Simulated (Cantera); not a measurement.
Gas-phase reforming

A perfectly stirred reactor is fed with 15.4 % CH4, 63.1 % H2O, 21.5 % H2, at 2300000 Pa; it is held at 1425 K, and followed from long to short residence time.

Cantera simulation using GRI-Mech 3.0 (53 species, 325 reactions); the numbers are that mechanism's predictions, not measurements. The pressure lies above the range GRI-Mech 3.0 was tuned for (to about 10 atm).

```csv
τ (s),x CH4,x H2O,x H2,x CO2,x HCO,x O
5.2,0.135,0.600,0.252,0.00512,1.96e-10,<1e-12
1.1,0.143,0.621,0.230,0.00124,5.58e-11,<1e-12
0.25,0.146,0.627,0.223,0.000180,1.91e-11,<1e-12
0.053,0.150,0.629,0.219,1.06e-5,7.37e-12,<1e-12
0.011,0.153,0.630,0.216,3.73e-7,4.20e-12,<1e-12
0.0025,0.154,0.631,0.216,1.28e-8,2.67e-12,<1e-12
0.00054,0.154,0.631,0.215,1.89e-10,<1e-12,<1e-12
```
x: mole fraction; the columns are a selection and need not sum to one.
